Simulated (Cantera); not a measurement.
Input: 1 mol CH₃Cl, a varied amount of Si, 0.48 mol H₂, held at 2598 K and 0.590 bar.

Equilibrium computed with Cantera from the NASA thermochemical tables; the gas is ideal and each condensed phase is pure. Candidate condensed phases: C, C₆H₆, C₇H₈, C₈H₁₈, Si, SiC; 109 gas species. The tables' values for SiCl, SiCl₃ are old estimates; treat these amounts as uncertain. Gases not in the tables: Si₂H₆ and higher silanes. Equilibrium is a limit: real reactors are often held back by kinetics, nucleation or transport.

### Question
At 0.58 mol Si, list the 5 most abundant gas species with their mole fractions, and the condensed phases.

### Answer
H₂ 0.605, HCl 0.271, SiCl₂ 0.0497, H 0.0386, Cl 0.0121. Condensed: C(graphite) + SiC(s).
